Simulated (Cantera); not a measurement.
PbO + O2 + H2 (iron carbonyl, mercury and lead vapours)

Input: 1 mol PbO, 2.2 mol O2, 0.74 mol H2, equilibrated at 150000 Pa.

Equilibrium computed with Cantera from the NASA thermochemical tables; the gas is ideal and each condensed phase is pure. Candidate condensed phases: H2O, Pb, PbO, PbO2, Pb3O4; 12 gas species. Gases not in the tables: (PbO)n polymers. The numbers say what is thermodynamically allowed, not how fast it happens.

| T (°C) | x O2 | x H2O | x PbO | x OH | x Pb | n Pb3O4(s) | n PbO(red) | n PbO(yellow) | n PbO(l) |
|---|---|---|---|---|---|---|---|---|---|
| 250 | 0.692 | 0.308 | <1e-12 | <1e-12 | <1e-12 | 0.333 | 0 | 0 | 0 |
| 350 | 0.692 | 0.308 | <1e-12 | 1.85e-12 | <1e-12 | 0.333 | 0 | 0 | 0 |
| 450 | 0.712 | 0.288 | <1e-12 | 1.35e-10 | <1e-12 | 0 | 1.00 | 0 | 0 |
| 550 | 0.712 | 0.288 | 1.51e-10 | 3.59e-9 | <1e-12 | 0 | 0 | 1.00 | 0 |
| 650 | 0.712 | 0.288 | 1.26e-8 | 4.69e-8 | <1e-12 | 0 | 0 | 1.00 | 0 |
| 750 | 0.712 | 0.288 | 4.29e-7 | 3.71e-7 | 1.84e-11 | 0 | 0 | 1.000 | 0 |
| 850 | 0.712 | 0.288 | 7.63e-6 | 2.04e-6 | 1.22e-9 | 0 | 0 | 1.000 | 0 |
| 950 | 0.712 | 0.288 | 7.23e-5 | 8.46e-6 | 3.49e-8 | 0 | 0 | 0 | 1.000 |
| 1050 | 0.712 | 0.288 | 0.000445 | 2.84e-5 | 5.49e-7 | 0 | 0 | 0 | 0.999 |
| 1150 | 0.711 | 0.287 | 0.00208 | 8.02e-5 | 5.77e-6 | 0 | 0 | 0 | 0.995 |
| 1250 | 0.706 | 0.286 | 0.00785 | 0.000197 | 4.40e-5 | 0 | 0 | 0 | 0.980 |
| 1350 | 0.694 | 0.280 | 0.0248 | 0.000429 | 0.000259 | 0 | 0 | 0 | 0.934 |
x: gas mole fraction; n: condensed amount in mol.

From 250 °C to 350 °C the condensed part is Pb3O4(s). At 450 °C the condensed part is PbO(red). From 550 °C to 850 °C the condensed part is PbO(yellow). From 950 °C to 1350 °C the condensed part is PbO(l).
